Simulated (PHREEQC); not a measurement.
0.053 g of hydrous ferric oxide (600 m²/g; 0.2 weak and 0.005 strong sites per Fe, Dzombak-Morel constants, diffuse double layer) in 1 kg of water with 0.001 mol/kgw of an inert sodium salt, at 25 °C; the pH is set by adding NaOH or the inert anion's acid. O2 is buffered at 0.21 atm. No CO2 enters from the air. Precipitation was switched off in this run.

Base run: PHREEQC, ion-association model, wateq4f.dat. Each further column changes one thing. The table gives surface charge σ (C/m²).

```csv
pH,base,background salt from 0.001 to 0.0001 mol/kgw,oxide from 0.053 to 0.27 g/kgw,1.4e-05 mol/kgw NaF added
4,0.117,0.067,0.120,0.103
4.67,0.068,0.029,[?],[?]
6,0.019,0.006,0.019,[?]
6.67,0.009,0.003,0.009,0.009
7.33,0.004,0.001,0.004,0.004
8.67,-0.003,-0.001,-0.003,-0.003
9.33,-0.007,-0.002,-0.007,-0.007
10,-0.015,-0.007,-0.016,-0.016
11.33,-0.085,-0.076,[?],-0.085
12,-0.200,-0.196,-0.201,-0.200
```

Q: Fill in the missing entries.

A: 
- 4.67, oxide from 0.053 to 0.27 g/kgw: 0.069
- 4.67, 1.4e-05 mol/kgw NaF added: 0.059
- 6, 1.4e-05 mol/kgw NaF added: 0.018
- 11.33, oxide from 0.053 to 0.27 g/kgw: -0.086
